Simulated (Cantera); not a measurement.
Input: 1 mol Si, 1.2 mol Cl2.

Equilibrium computed with Cantera from the NASA thermochemical tables; the gas is ideal and each condensed phase is pure. Candidate condensed phases: Si; 9 gas species. The tables' values for SiCl3 are old estimates. Kinetics and transport are ignored.

Stable condensed phases, one row left out:

```
T in °C \ P in Pa
              1    3.6     13     46    170    600   2200   7700  28000 100000
   1375       A      A      A      A      A      A      A      A      A      B
   1275       A      A      A      A      A      A      A      A      B      B
   1225       A      A      A      A      A      A      A      B      B      B
   1175       A      A      A      A      A      A      B      B      B      B
   1125       A      A      A      A      A      A      B      B      B      B
   1075       A      A      A      A      A      B      B      B      B      B
   1025       A      A      A      A      B      B      B      B      B      B
    975       A      A      A      B      B      B      B      B      B      B
    925       A      A      B      B      B      B      B      B      B      B
    875       A      B      B      B      B      B      B      B      B      B
    825       B      B      B      B      B      B      B      B      B      B
```

A: gas only; B: Si.

Give the row for 1325 °C.

1: gas only; 3.6: gas only; 13: gas only; 46: gas only; 170: gas only; 600: gas only; 2200: gas only; 7700: gas only; 28000: Si; 100000: Si.
